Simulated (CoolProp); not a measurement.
Ammonia along the isotherm 452.9 K: Z from the reference equation and from simpler models built on Tc = 405.6 K, pc = 113.6 bar, ω = 0.256; each cubic takes its own stable root.

Values from CoolProp's reference Helmholtz-energy equation of state, Gao 2020.

| p (bar) | phase | reference |
|---|---|---|
| 14.2 | gas | 0.9685 |
| 28.4 | gas | 0.9360 |
| 42.6 | gas | 0.9022 |
| 56.8 | gas | 0.8672 |
| 71 | gas | 0.8307 |
| 85.2 | gas | 0.7927 |
| 99.4 | gas | 0.7530 |
| 114 | supercritical | 0.7102 |
| 128 | supercritical | 0.6672 |
| 142 | supercritical | 0.6223 |
| 156 | supercritical | 0.5760 |
| 170 | supercritical | 0.5295 |

**Question.** How far does each simpler model (Redlich-Kwong, Soave-Redlich-Kwong, Peng-Robinson) lie from the reference over these 12 states: mean and median of the absolute difference, and the worst?

**Answer.** 
- Redlich-Kwong: mean 0.1 %, median 0.1 %, worst -0.5 % at 452.9 K and 156 bar
- Soave-Redlich-Kwong: mean 3.6 %, median 2.5 %, worst +11.0 % at 452.9 K and 170 bar
- Peng-Robinson: mean 1.1 %, median 0.6 %, worst +4.9 % at 452.9 K and 170 bar
